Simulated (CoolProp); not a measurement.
Saturation properties of n-butane (Tc = 152.0 °C, pc = 37.96 bar, ω = 0.201).

Computed with CoolProp (reference Helmholtz-energy equation of state, Bücker 2006).

```
T (°C)  p (bar)  vapour density (kg/m³)  liquid cp (kJ/(kg K))  liquid viscosity (µPa s)  liquid conductivity (mW/(m K))
------  -------  ----------------------  ---------------------  ------------------------  ------------------------------
52.35     5.269                     ___                  2.615                       123                            94.1
63.05       ___                   16.91                  2.697                       111                            90.2
73.65     8.791                   21.72                  2.789                       101                            86.6
84.35     11.10                   27.74                    ___                       ___                            83.1
95.05     13.84                   35.25                  3.029                      81.5                            79.7
105.65    17.01                   44.64                  3.198                      72.8                            76.6
116.35    20.73                   56.88                  3.440                      64.3                            73.5
126.95      ___                   73.26                  3.843                      55.9                             ___
137.65    29.98                   97.63                    ___                      46.9                            67.8
```

Some entries are withheld; supply them.


- 52.35, vapour density (kg/m³): 12.99
- 63.05, p (bar): 6.872
- 84.35, liquid cp (kJ/(kg K)): 2.898
- 84.35, liquid viscosity (µPa s): 90.7
- 126.95, p (bar): 25.00
- 126.95, liquid conductivity (mW/(m K)): 70.6
- 137.65, liquid cp (kJ/(kg K)): 4.794

It boils at -0.5 °C under 1 atm.

Viscosity comes from a separate model (Vogel 1999). Thermal conductivity comes from a separate model (Perkins 2002).
